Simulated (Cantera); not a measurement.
Gas mixture: 61.5 % CO₂, 24.6 % C₃H₈, 13.8 % C₂H₂, at 74.3 Torr, frozen composition.

Cantera's kinetic-theory transport with the Lennard-Jones parameters of GRI-Mech 3.0, ideal gas; thermal conductivity in the mixture-averaged form. The composition is frozen, though it would react at the higher temperatures.

D: mixture-averaged diffusion coefficient of that species in the mixture.

| T (K) | ρ (kg/m³) | cp (J/kg/K) | μ (µPa s) | λ (mW/m/K) | Pr | D (cm²/s) NH₃ | D (cm²/s) N₂ | D (cm²/s) C₂H₂ |
|---|---|---|---|---|---|---|---|---|
| 400 | 0.124 | … | 16.2 | 27.9 | 0.777 | 2.62 | 2.51 | 1.97 |
| 600 | 0.0824 | … | 22.9 | 47.2 | 0.804 | 5.72 | 5.13 | 4.13 |
| 800 | 0.0618 | … | 28.6 | 65.7 | 0.822 | 9.74 | 8.41 | 6.88 |
| 1000 | 0.0495 | 2066 | 33.7 | 83.2 | 0.836 | 14.6 | 12.3 | 10.1 |
| 1200 | 0.0412 | 2188 | 38.3 | 99.6 | 0.841 | 20.1 | 16.7 | 13.8 |
| 1400 | 0.0353 | 2287 | 42.6 | 115 | 0.846 | 26.3 | 21.6 | 18.0 |

Task: Fill in the missing entries.

Result: 
- 400, cp (J/kg/K): 1337
- 600, cp (J/kg/K): 1657
- 800, cp (J/kg/K): 1891
